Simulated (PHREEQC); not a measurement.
Dissolve 0.27 mol/kgw NaH2PO4, 0.00048 mol/kgw H2SO4 and 7.8e-05 mol/kgw NiSO4 at 20 °C. Closed to the air; pH follows from the charge balance.

Model: ion-association model, wateq4f.dat, run in PHREEQC.

```tsv
quantity	before	after
pH	4.19	4.04
ionic strength (mol/kgw)	0.271	0.271
SO4-2 (mol/kgw)	0.000414	0.000769
NaSO4- (mol/kgw)	0.000143	0.000266
NaHPO4- (mol/kgw)	9.58e-5	6.72e-5
SI of Mirabilite (Na2SO4:10H2O)	-4.06	-3.79
SI of Morenosite (NiSO4:7H2O)	-6.23	-5.97
```

What was changed between the two runs?
A. H2SO4 from 0.00048 to 0.00096 mol/kgw
B. diluted 10-fold with water
C. diluted 2-fold with water
D. NaH2PO4 replaced by Na3PO4 at the same molality
E. temperature from 20 to 35 °C

A, H2SO4 from 0.00048 to 0.00096 mol/kgw

No solid was allowed to form. H3PO4, which wateq4f.dat lacks, is added to it with the constant of phreeqc.dat. The database has no phosphate complexes of Ni.
